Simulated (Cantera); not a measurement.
Mixture: CO : H2 : CH4 : O2 : N2 = 1 : 0.23 : 0.09 : 1.37 : 5.15 (molar parts), at 140000 Pa, adiabatic and at constant pressure. Ignition delay is the time to a rise of 400 K.

Computed with Cantera and GRI-Mech 3.0 (53 species, 325 reactions). Where the delays flatten at high temperature, the 400 K rule measures the pace of heat release, not the induction time.

```tsv
quantity	before	after
delay at 1123 K	0.234 ms	0.268 ms
delay at 1223 K	0.107 ms	0.119 ms
delay at 1323 K	68.1 µs	77.5 µs
delay at 1423 K	51.1 µs	60.7 µs
delay at 1523 K	42.6 µs	53.3 µs
delay at 1623 K	38.5 µs	51.1 µs
```

Which change was made?
A) N2 5.15 to 3.8 parts
B) pressure from 140000 Pa to 1600000 Pa
C) CH4 0.09 to 0.03 parts
D) CO 1 to 0.33 parts

D, CO 1 to 0.33 parts
